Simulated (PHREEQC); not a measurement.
A column of 1 m (30 cells, dispersivity 0.035 m, 60 s a shift, diffusion coefficient 3e-10 m²/s) holds 0.0053 eq of the database's cation exchanger X per kg of pore water, first in equilibrium with 1.6 mmol/kgw SrCl2, 1.6 mmol/kgw NH4Cl and 0.01 mmol/kgw HCl. It is flushed with 0.0022 mol/kgw KBr and 1e-05 mol/kgw HCl, at 15 °C. Values are for the last cell. CO2 from the air is kept out. Precipitation was switched off in this run.

Base run: PHREEQC, ion-association model, phreeqc.dat. Each further column changes one thing. The table gives NH4 in solution (mol/kgw).

| pore volumes | base | exchange capacity from 0.0053 to 0.0027 eq/kgw | dispersivity from 0.035 to 0.07 m |
|---|---|---|---|
| 0 | 0.00160 | 0.00160 | 0.00160 |
| 0.7167 | 0.00149 | [?] | [?] |
| 1.65 | 0.000198 | 0.000107 | 0.000257 |
| 2.35 | 2.26e-5 | 6.91e-6 | 5.84e-5 |
| 3.05 | 2.38e-6 | 4.07e-7 | 1.34e-5 |
| 3.983 | 1.22e-7 | 9.41e-9 | 1.98e-6 |
| 4.683 | 1.37e-8 | 5.82e-10 | 4.93e-7 |
| 5.383 | 1.62e-9 | 3.75e-11 | [?] |
| 6.317 | 1.00e-10 | 1.03e-12 | 2.20e-8 |
| 7.017 | 1.30e-11 | 7.31e-14 | 6.07e-9 |

Question: Fill in the missing entries.

Answer: 
- 0.7167, exchange capacity from 0.0053 to 0.0027 eq/kgw: 0.00146
- 0.7167, dispersivity from 0.035 to 0.07 m: 0.00136
- 5.383, dispersivity from 0.035 to 0.07 m: 1.27e-7
